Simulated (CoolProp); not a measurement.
A closed Brayton cycle with carbon dioxide: compressor inlet 312.15 K and 7.7 MPa, high pressure 17.2 MPa, turbine inlet 810 K, compressor efficiency 0.89, turbine efficiency 0.93, recuperator effectiveness 0 (on enthalpy, no pinch check). Each further row changes one setting.

Values from CoolProp's reference Helmholtz-energy equation of state, Span 1996.

```csv
case,thermal efficiency (%),net work (kJ/kg),compressor to turbine work,compressor exit (K),turbine exit (K)
as stated,13.2,76.4,0.29,371.6,711.9
turbine inlet 760 K,13.3,69.0,0.31,371.6,[?]
compressor inlet 322.15 K,12.9,69.8,0.35,389.1,711.9
high pressure 14.6 MPa,[?],62.9,[?],359.3,[?]
recuperator effectiveness 0.5,19.9,76.4,0.29,371.6,711.9
```

Task: What belongs in the gaps?

Result: 
- turbine inlet 760 K, turbine exit (K): 665.6
- high pressure 14.6 MPa, thermal efficiency (%): 10.7
- high pressure 14.6 MPa, compressor to turbine work: 0.28
- high pressure 14.6 MPa, turbine exit (K): 731.5
